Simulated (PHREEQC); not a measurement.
# Polishing slurry liquid: speciation

Make-up at 25 °C: 75 mmol/kgw NH3, 0.46 mmol/kgw H4SiO4 and 0.013 mmol/kgw CO2. Closed to the air; pH follows from the charge balance.

All values are PHREEQC results (ion-association model, phreeqc.dat), not measurements.

The pH is 10.97. The ionic strength comes out as 0.00146 mol/kgw and the total alkalinity comes out as 75.0 meq/kg.

| species | molality | activity | log γ |
|---|---|---|---|
| NH3 | 0.0736 | 0.0736 | 0.000 |
| NH4+ | 0.00144 | 0.00138 | -0.019 |
| OH- | 0.000986 | 0.000945 | -0.019 |
| H3SiO4- | 0.000427 | 0.000409 | -0.019 |
| H4SiO4 | 2.97e-5 | 2.97e-5 | 0.000 |
| CO3-2 | 1.08e-5 | 9.15e-6 | -0.073 |
| H2SiO4-2 | 3.08e-6 | 2.60e-6 | -0.073 |
| HCO3- | 2.18e-6 | 2.09e-6 | -0.018 |

Precipitation was switched off in this run.
